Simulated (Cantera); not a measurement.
Charge: 1 mol Fe₃O₄, 3.1 mol CO, 3.7 mol H₂, equilibrated at 1000 Pa.

Equilibrium computed with Cantera from the NASA thermochemical tables; the gas is ideal and each condensed phase is pure. Candidate condensed phases: C, C₆H₆, C₇H₈, C₈H₁₈, Fe, Fe(CO)₅, FeO, Fe(OH)₂, Fe(OH)₃, Fe₂O₃, Fe₃O₄, H₂O; 114 gas species. Each liquid is taken as pure. Mutual solubility and eutectic melting of coexisting phases are not modelled. The tables' stoichiometric FeO is somewhat more stable than real wüstite, so its field is too wide. FeO: taken at fixed stoichiometry. Equilibrium is a limit: real reactors are often held back by kinetics, nucleation or transport.

x: gas mole fraction; n: condensed amount in mol.

```
T (°C)   x CO   x H₂  x H₂O      x Fe   x CO₂       x H  n Fe(γ)  n FeO(s)  n Fe(δ)  n FeO(l)  n Fe(l)
------  -----  -----  -----  --------  ------  --------  -------  --------  -------  --------  -------
1350    0.396  0.371  0.173  0.000167  0.0596  0.000421    0.581      2.42        0         ?        0
1400    0.399  0.369  0.174  0.000401  0.0570  0.000692        0         0    0.572      2.43        0
1450    0.402  0.370  0.172  0.000913  0.0533   0.00111        0         0    0.532      2.46        0
1500    0.405  0.371  0.170   0.00198  0.0500   0.00173        0         0    0.490      2.50        0
1550    0.406  0.371  0.169   0.00407  0.0473   0.00264        0         0        0      2.52    0.451
1600    0.406  0.368  0.169   0.00791  0.0455   0.00391        0         0        0      2.52    0.420
1650    0.404  0.363  0.168    0.0148  0.0436   0.00568        0         0        0      2.53    0.367
1700    0.400  0.356  0.167    0.0268  0.0417   0.00805        0         0        0      2.53    0.277
1750    0.392  0.346  0.163    0.0471  0.0396    0.0112        0         0        0      2.54    0.122
1800    0.378  0.324  0.167    0.0737  0.0403    0.0150        0         0        0      2.45        0
1850    0.359  0.289  0.183     0.100  0.0454    0.0193        0         0        0         ?        0
1900    0.337  0.251  0.200     0.130  0.0519    0.0242        0         0        0         ?        0
```

Problem. Complete the blanks.

Solution. 
- 1350, n FeO(l): 0
- 1850, n FeO(l): 2.22
- 1900, n FeO(l): 1.94
